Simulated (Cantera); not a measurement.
An adiabatic, constant-pressure homogeneous reactor starts with CO : H2 : CH4 : O2 : N2 = 1 : 0.35 : 0.095 : 1.97 : 8.65 (molar parts), at 1525 K and 0.740 atm.

Model: GRI-Mech 3.0 (53 species, 325 reactions), integrated in Cantera.

x: mole fraction; the columns are a selection and need not sum to one.

```
t (s)     T (K)     x CO      x H2    x CH4    x C2H6       x O   x C2H2    x NO2
--------  -----  -------  --------  -------  --------  --------  -------  -------
5.00e-6    1525   0.0829    0.0290  0.00787    <1e-12   2.43e-7   <1e-12   <1e-12
1.32e-5    1525   0.0829    0.0290  0.00787  2.91e-10   2.72e-6   <1e-12   <1e-12
3.49e-5    1534   0.0828    0.0266  0.00653   8.33e-6  0.000721  2.87e-8   <1e-12
9.20e-5    1806   0.0459   0.00342   <1e-12    <1e-12    0.0268   <1e-12        …
0.000243   2056   0.0278   0.00290   <1e-12    <1e-12    0.0196   <1e-12        …
0.000642   2251   0.0184   0.00167   <1e-12    <1e-12    0.0101   <1e-12        …
0.00169    2376   0.0101  0.000843   <1e-12    <1e-12   0.00469   <1e-12        …
0.00447    2409  0.00748  0.000616   <1e-12    <1e-12   0.00334   <1e-12        …
0.0118     2407  0.00733  0.000605   <1e-12    <1e-12   0.00324   <1e-12        …
0.0312     2401  0.00716  0.000594   <1e-12    <1e-12   0.00310   <1e-12        …
0.0823     2395  0.00700  0.000582   <1e-12    <1e-12   0.00297   <1e-12        …
0.217      2394  0.00695  0.000579   <1e-12    <1e-12   0.00294   <1e-12  6.92e-6
0.574      2393  0.00695  0.000579   <1e-12    <1e-12   0.00294   <1e-12  6.93e-6
1.51       2393  0.00695  0.000579   <1e-12    <1e-12   0.00294   <1e-12  6.93e-6
4.00       2393  0.00695  0.000579   <1e-12    <1e-12   0.00294   <1e-12  6.93e-6
```

Task: What belongs in the gaps?

Result: 
- 9.20e-5, x NO2: 2.66e-9
- 0.000243, x NO2: 1.48e-8
- 0.000642, x NO2: 6.58e-8
- 0.00169, x NO2: 2.98e-7
- 0.00447, x NO2: 8.35e-7
- 0.0118, x NO2: 1.99e-6
- 0.0312, x NO2: 4.15e-6
- 0.0823, x NO2: 6.35e-6
